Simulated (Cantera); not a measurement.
Cantera run:

```python
import numpy as np
import cantera as ct

gas_names = """
    C CN CO CO2 C2 CCN CNC C2N2 C2O C3 C3O2 C4 C4N2 C5 N NCO NO NO2 NO3 N2 N2O O O2 O3 Si SiC SiC2 SiN
    SiO SiO2 Si2 Si2C Si2N Si3
""".split()
cond_names = """
    C(gr) Si(cr) Si(L) SiC(b) SiO2(Lqz) SiO2(hqz) SiO2(L) Si2N2O(s) Si3N4(a)
""".split()


def load(file, names, dense=False):
    # The tables refer to 1 bar. Condensed volumes are neglected.
    table = {s.name: s for s in ct.Species.list_from_file(file)}
    out = []
    for n in names:
        d = dict(table[n].input_data)
        d["thermo"] = dict(d["thermo"], **{"reference-pressure": 1e5})
        if dense:
            d["equation-of-state"] = {"model": "constant-volume", "density": "1e6 g/cm^3"}
        out.append(ct.Species.from_dict(d))
    return out


gas = ct.Solution(thermo="ideal-gas", species=load("nasa_gas.yaml", gas_names))
cond = {s.name: ct.Solution(thermo="fixed-stoichiometry", species=[s], name=s.name)
        for s in load("nasa_condensed.yaml", cond_names, dense=True)}
atoms = {
    'SiC': {'Si': 1, 'C': 1},
    'N2O': {'N': 2, 'O': 1},
    'N2': {'N': 2},
    'CO2': {'C': 1, 'O': 2},
}
top_T = {'C(gr)': 4500, 'SiC(b)': 3050, 'Si2N2O(s)': 2100, 'Si3N4(a)': 2400}  # K; cautious upper limits of use, not melting points


def equilibrate(T, P, feed):
    n = {}
    for name, mol in feed.items():
        for a, k in atoms[name].items():
            n[a] = n.get(a, 0.0) + k * mol
    gas.TPX = T, P, n
    mass = sum(n.values()) * gas.mean_molecular_weight
    gas.equilibrate("TP")
    valid = [c for c in cond.values() if c.min_temp <= T <= top_T.get(c.name, c.max_temp)]
    mix = ct.Mixture([(gas, mass / gas.mean_molecular_weight)] + [(c, 0.0) for c in valid])
    mix.T, mix.P = T, P
    mix.equilibrate("TP", solver="vcs", rtol=1e-11, max_steps=5000)
    return mix


results = []
T = 1723  # K
P = 133.322  # Pa
for m in [0.031, 0.05, 0.081, 0.13, 0.21, 0.34, 0.55, 0.89, 1.4, 2.3]:
    feed = {'SiC': 1, 'N2O': m, 'N2': 680, 'CO2': 0.079}  # mol
    mix = equilibrate(T, P, feed)
    results.append((T, P, feed, dict(zip(mix.species_names, mix.species_moles))))

top = {s: max(r[3][s] / sum(r[3][g] for g in gas_names) for r in results) for s in gas_names}
cols = sorted((s for s in top if top[s] > 1e-06), key=lambda s: -top[s])[:6]
seen = [c for c in cond_names if any(r[3].get(c, 0) > 1e-12 for r in results)]
print("log10 of partial pressures in bar; condensed amounts in mol")
print(f"{'n(N2O)':>10s}" + "".join(f"{s[:9]:>10s}" for s in cols + seen))
for T, P, feed, n in results:
    ng = sum(n[g] for g in gas_names)
    print(f"{feed['N2O']:10.4g}" + "".join(f"{np.log10(max(n[s] / ng * P / 1e5, 1e-99)):10.3f}" for s in cols)
          + "".join(f"{n.get(c, 0):10.4g}" for c in seen))
```

It prints:

```
log10 of partial pressures in bar; condensed amounts in mol
    n(N2O)        N2        CO       SiO        Si       CO2       SiN    SiC(b)   SiO2(L)
     0.031    -2.875    -6.501    -7.263    -6.988   -16.121    -8.677    0.9175         0
      0.05    -2.875    -6.470    -7.163    -6.954   -16.025    -8.642    0.9057         0
     0.081    -2.875    -6.426    -7.031    -6.910   -15.893    -8.598     0.887         0
      0.13    -2.875    -6.366    -6.875    -6.862   -15.725    -8.550    0.8586         0
      0.21    -2.875    -6.286    -6.693    -6.811   -15.514    -8.499    0.8139         0
      0.34    -2.875    -6.184    -6.495    -6.763   -15.262    -8.451    0.7439         0
      0.55    -2.876    -6.061    -6.287    -6.721   -14.974    -8.409    0.6341         0
      0.89    -2.876    -5.918    -6.076    -6.687   -14.653    -8.375    0.4598         0
       1.4    -2.876    -5.767    -5.876    -6.662   -14.327    -8.351    0.2014         0
       2.3    -2.876    -5.716    -5.856   -14.171    -6.747   -15.860         0    0.2851
```

These are equilibrium values from Cantera (NASA tables, ideal gas, pure condensed phases), not measurements of a reactor. The tables hold silica as quartz up to 1696 K and as liquid above; real silica turns to tridymite and cristobalite and melts near 1996 K.
